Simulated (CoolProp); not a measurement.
Vapour-liquid equilibrium of ethylene (1) + propane (2) at 7.49 bar; x and y are mole fractions of (1).

Model: multi-fluid Helmholtz-energy mixture model, Smukala 2000 and Lemmon 2009; pair parameters Bell 2016, in CoolProp.

```
x      bubble temperature (K)  y at the bubble point  dew temperature at overall composition x (K)  liquid density (mol/L)
-----  ----------------------  ---------------------  --------------------------------------------  ----------------------
0.05                    279.8                  0.235                                           ___                   11.90
0.125                   267.5                    ___                                         284.3                   12.48
0.2                       ___                  0.657                                         281.3                   13.03
0.275                   249.0                    ___                                         278.1                     ___
0.35                    242.2                  0.830                                         274.7                   14.01
0.425                   236.7                  0.876                                         271.1                   14.46
0.5                     232.1                  0.908                                         267.1                   14.90
0.575                   228.2                  0.932                                           ___                   15.33
0.65                    224.9                  0.950                                         257.8                   15.76
0.725                   221.9                  0.964                                         252.1                     ___
0.8                     219.2                  0.976                                         245.4                   16.61
0.875                   216.8                    ___                                         236.8                   17.05
0.95                    214.5                  0.995                                         224.8                   17.50
```

Problem. Some entries are withheld; supply them.

Solution. 
- 0.05, dew temperature at overall composition x (K): 287.2
- 0.125, y at the bubble point: 0.492
- 0.2, bubble temperature (K): 257.3
- 0.275, y at the bubble point: 0.762
- 0.275, liquid density (mol/L): 13.53
- 0.575, dew temperature at overall composition x (K): 262.7
- 0.725, liquid density (mol/L): 16.18
- 0.875, y at the bubble point: 0.986

No azeotrope shows between x = 0.05 and 0.95.

The pair parameters rest on a limited set of measurements; away from them the model extrapolates.
